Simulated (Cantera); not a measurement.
A closed system holds: 1 mol PbO, 2.4 mol O₂, 3 mol N₂, at 10.0 Torr.

These are equilibrium values from Cantera (NASA tables, ideal gas, pure condensed phases), not measurements of a reactor. Candidate condensed phases: Pb, PbO, PbO₂, Pb₃O₄; 12 gas species. Equilibrium is a limit: real reactors are often held back by kinetics, nucleation or transport.

x: gas mole fraction; n: condensed amount in mol.

```
T (K)   x N₂   x O₂        x NO     x PbO    x NO₂  n PbO(red)  n PbO(yellow)
-----  -----  -----  ----------  --------  -------  ----------  -------------
573    0.556  0.444  (withheld)    <1e-12  1.77e-8        1.00              0
623    0.556  0.444  (withheld)    <1e-12  3.09e-8        1.00              0
673    0.556  0.444  (withheld)  1.77e-12  4.97e-8        1.00              0
723    0.556  0.444  (withheld)  5.81e-11  7.48e-8        1.00              0
773    0.556  0.444  (withheld)   1.20e-9  1.07e-7           0           1.00
823    0.556  0.444  (withheld)   1.70e-8  1.46e-7           0           1.00
873    0.556  0.444  (withheld)   1.77e-7  1.93e-7           0          1.000
923    0.556  0.444  (withheld)   1.41e-6  2.48e-7           0          1.000
```

Some entries are withheld; supply them.


- 573, x NO: 1.06e-8
- 623, x NO: 4.94e-8
- 673, x NO: 1.83e-7
- 723, x NO: 5.67e-7
- 773, x NO: 1.51e-6
- 823, x NO: 3.59e-6
- 873, x NO: 7.72e-6
- 923, x NO: 1.53e-5
